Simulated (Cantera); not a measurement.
A Cantera script and its output.

```python
import numpy as np
import cantera as ct

gas = ct.Solution("gri30.yaml")
gas.TPX = 725, 100000, {'CH4': 1, 'C2H6': 0.74, 'C3H8': 0.18, 'O2': 7.42, 'N2': 56.4, 'H2O': 7.4}
inlet = ct.Reservoir(gas, clone=True)
gas.equilibrate("HP")  # start burning
reactor = ct.IdealGasConstPressureReactor(gas, energy="on", clone=False)
exhaust = ct.Reservoir(gas, clone=True)
tau = [0.49, 0.16, 0.054, 0.018, 0.0061, 0.002, 0.00067, 0.00022, 7.5e-05, 2.5e-05, 8.4e-06][0]
for a, b in ((inlet, reactor), (reactor, exhaust)):
    ct.MassFlowController(a, b, mdot=lambda t: reactor.mass / tau)
net = ct.ReactorNet([reactor])
show = ['CH4', 'C2H6', 'C3H8', 'O', 'CO2']

rows = []
print(f"{'tau/s':>10s}{'T/K':>9s}" + "".join(f"{s:>11s}" for s in show))
for tau in [0.49, 0.16, 0.054, 0.018, 0.0061, 0.002, 0.00067, 0.00022, 7.5e-05, 2.5e-05, 8.4e-06]:
    net.initial_time = 0.0
    net.advance(30 * tau)
    before = gas.X
    net.advance(40 * tau)
    drift = np.max(np.abs(gas.X - before) / (gas.X + 1e-9))
    rows.append([gas.T, *gas[show].X, drift])
    print(f"{tau:10.3e}{gas.T:9.1f}" + "".join(f"{x:11.3e}" for x in gas[show].X))
```

It prints:

```
     tau/s      T/K        CH4       C2H6       C3H8          O        CO2
 4.900e-01   1561.9  2.338e-06  3.893e-07  9.839e-08  2.209e-05  4.084e-02
 1.600e-01   1559.3  4.667e-06  8.298e-07  2.142e-07  4.471e-05  4.069e-02
 5.400e-02   1554.5  9.320e-06  1.711e-06  4.429e-07  8.801e-05  4.039e-02
 1.800e-02   1545.5  1.942e-05  3.569e-06  9.082e-07  1.689e-04  3.977e-02
 6.100e-03   1528.9  4.260e-05  7.601e-06  1.866e-06  2.992e-04  3.852e-02
 2.000e-03   1496.1  1.105e-04  1.846e-05  4.311e-06  4.648e-04  3.566e-02
 6.700e-04    725.0  1.367e-02  1.012e-02  2.461e-03  1.180e-20  3.528e-15
 2.200e-04    725.0  1.367e-02  1.012e-02  2.461e-03  3.170e-21 -2.768e-20
 7.500e-05    725.0  1.367e-02  1.012e-02  2.461e-03  7.643e-22  7.781e-25
 2.500e-05    725.0  1.367e-02  1.012e-02  2.461e-03  1.869e-22  1.948e-26
 8.400e-06    725.0  1.367e-02  1.012e-02  2.461e-03  3.608e-23  1.137e-29
```

Model: GRI-Mech 3.0 (53 species, 325 reactions), integrated in Cantera.
